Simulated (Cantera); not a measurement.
Charge: 1 mol Si2Cl6, 5.1 mol H2, held at 1025 K and 1.00 bar.

These are equilibrium values from Cantera (NASA tables, ideal gas, pure condensed phases), not measurements of a reactor. Candidate condensed phases: Si; 19 gas species. The feed counts by its element totals alone. The tables' values for SiCl3 are old estimates; treat these amounts as uncertain. Equilibrium is a limit: real reactors are often held back by kinetics, nucleation or transport.

Problem. What is the equilibrium state?

Solution. 
```json
{
  "x(H2)": "0.737",
  "x(SiCl4)": "0.169",
  "x(SiHCl3)": "0.0734",
  "x(HCl)": "0.0146",
  "x(SiH2Cl2)": "0.00355",
  "x(SiCl3)": "0.00203",
  "x(SiCl2)": "0.000513",
  "x(SiH3Cl)": "4.42e-5",
  "n(Si(s))": "0.388 mol",
  "gas_amount": "6.498 mol"
}
```
